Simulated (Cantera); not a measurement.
A freely propagating, adiabatic, planar premixed flame of 7.22 % CH4, 15.7 % O2, 73.6 % N2, 3.47 % H2O, equivalence ratio 0.92, unburnt at 425 K and 0.118 atm; mixture-averaged transport, grid criteria slope 0.08 and curve 0.16, no radiation.

Computed with Cantera and GRI-Mech 3.0 (53 species, 325 reactions). Burning velocities carry a grid error of a few per cent, more on coarse grids.

x: mole fraction of selected species; z is measured from the peak of heat release.

```tsv
z (mm)	T (K)	u (m/s)	x CH4	x O2	x H2O	x H2	x CO	x HCO
-10.0	425	0.660	0.0722	0.157	0.0346	0.000550	6.82e-7	<1e-8
-6.68	426	0.662	0.0720	0.156	0.0347	[?]	[?]	<1e-8
-5.01	429	0.667	0.0717	0.156	0.0350	[?]	[?]	<1e-8
-3.34	462	0.722	0.0697	0.154	0.0386	0.00706	0.000718	<1e-8
-1.67	767	1.21	0.0528	0.132	0.0682	0.0141	0.00932	1.89e-7
-0.835	1118	1.78	0.0306	0.101	0.102	0.0178	0.0228	6.50e-6
0	1457	2.34	0.00790	0.0614	0.136	0.0183	0.0369	3.83e-5
0.835	1590	2.55	0.000657	0.0384	0.153	0.0141	0.0354	1.18e-5
1.67	1620	2.59	2.84e-5	0.0304	0.156	0.0118	0.0277	6.90e-7
3.34	1649	2.63	7.14e-8	0.0262	0.155	0.0114	0.0191	1.16e-8
6.68	1685	2.68	<1e-8	0.0242	0.156	0.0112	0.0146	<1e-8
13.4	1731	2.74	<1e-8	0.0226	0.159	0.0101	0.0131	<1e-8
26.7	1789	2.82	<1e-8	0.0206	0.163	0.00834	0.0115	<1e-8
```

Task: Fill in the missing entries.

Result: 
- -6.68, x H2: 0.00174
- -6.68, x CO: 9.78e-6
- -5.01, x H2: 0.00335
- -5.01, x CO: 5.67e-5
